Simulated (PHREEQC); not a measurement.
Consider water at 20 °C with 0.0076 mol HF, 0.00017 mol (NH4)2SiF6 and 0.0003 mol HCl per kg of water. Closed to the air; pH follows from the charge balance.

All values are PHREEQC results (ion-association model, phreeqc.dat), not measurements.

No solid was allowed to form.

Problem. Predict the pH, ionic strength.

Solution. pH 2.66; ionic strength 0.00281 mol/kgw.

Problem. In which forms is F present?

Solution. HF 64 %, F- 23 %, SiF6-2 12 %, HF2- 0.9 % of the F.

SiF6-2 is the database's only silicon fluoride.
